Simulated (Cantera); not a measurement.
Charge: 1 mol borazine, 0.081 mol H2O, 6.5 mol H2, held at 0.100 bar.

Equilibrium computed with Cantera from the NASA thermochemical tables; the gas is ideal and each condensed phase is pure. Candidate condensed phases: B, BN, B2O3, B3O3H3, H2O; 39 gas species. The feed counts by its element totals alone. Mutual solubility and eutectic melting of coexisting phases are not modelled. Rates play no part. All values below are at 1423 K.

Base state: H2 0.995, N2 0.00259, HBO2 0.000843, HBO 0.000541, H2O 0.000511, B2O3 4.10e-5, H 2.10e-5 (mole fractions); condensed: BN(s) + B2O3(l).

Task: What changes in the equilibrium state with this change: borazine replaced by B2O3?

Result: 
| species | before | after |
|---|---|---|
| H2 | 0.995 | 0.986 |
| H2O | 0.000511 | 0.0104 |
| HBO2 | 0.000843 | 0.00381 |
| N2 | 0.00259 | 0 |
| HBO | 0.000541 | 0.000119 |
| BN(s), mol | 2.95 | 0 |
| B2O3(l), mol | 0.0178 | 0.987 |
Gases not in the tables: H3BO3.
